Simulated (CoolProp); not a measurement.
Model: reference Helmholtz-energy equation of state, de Reuck 1993, in CoolProp.

Task: Give the vapour pressure (MPa), liquid density (kg/m³), liquid cp (kJ/(kg K)) of saturated methanol at 409.1 K.

Result: 
| T (K) | p (MPa) | liquid density (kg/m³) | liquid cp (kJ/(kg K)) |
|---|---|---|---|
| 409.1 | 0.983 | 666 | 3.62 |
